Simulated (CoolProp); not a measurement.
Vapour-liquid equilibrium of n-butane (1) + cyclohexane (2) at 1.45 bar; x and y are mole fractions of (1).

Computed with CoolProp (multi-fluid Helmholtz-energy mixture model, Bücker 2006 and Zhou 2014; pair parameters Bell 2016).

### Question
Give the bubble temperature and the first vapour's composition at x = 0.55, 0.75, 0.95. Is there an azeotrope?

### Answer
x = 0.55: 299.7 K, y = 0.956; x = 0.75: 290.5 K, y = 0.984; x = 0.95: 283.9 K, y = 0.997. No azeotrope shows between x = 0.05 and 0.95.

Pair parameters are fitted to limited data, so mixtures are less certain than the pure fluids.
